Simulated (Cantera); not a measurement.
A closed system holds: 1 mol TiO₂, 1.5 mol C, 0.11 mol H₂, equilibrated at 1477 °C and 0.100 bar.

Cantera equilibrium calculation (NASA polynomials, part measured and part estimated; ideal gas, pure solids and liquids). Candidate condensed phases: C, C₆H₆, C₇H₈, C₈H₁₈, H₂O, Ti, TiC, TiO, TiO₂, Ti₂O₃, Ti₃O₅, Ti₄O₇; 113 gas species. Mutual solubility and eutectic melting of coexisting phases are not modelled. TiC: taken at fixed stoichiometry. The numbers say what is thermodynamically allowed, not how fast it happens.

Base state: CO 0.909, H₂ 0.0908, H 0.000222, CO₂ 9.13e-5, H₂O 3.30e-5 (mole fractions); condensed: TiC(s) + Ti₂O₃(s).

**Question.** What changes in the equilibrium state with this change: pressure from 0.100 bar to 13.0 Pa?

**Answer.** 
```
species          before    after
-------------  --------  -------
CO                0.909    0.916
H₂               0.0908   0.0778
H              0.000222  0.00569
TiO             2.46e-8  4.54e-5
Ti                <1e-9  1.07e-5
H₂O             3.30e-5  1.59e-6
CO₂             9.13e-5  5.16e-6
TiC(s), mol       0.400    0.250
Ti₂O₃(s), mol     0.300        0
TiO(s), mol           0    0.750
```
TiC, TiO: taken at fixed stoichiometry. Condensed phases not in the tables: solid solutions among these carbides, nitrides and lower oxides.
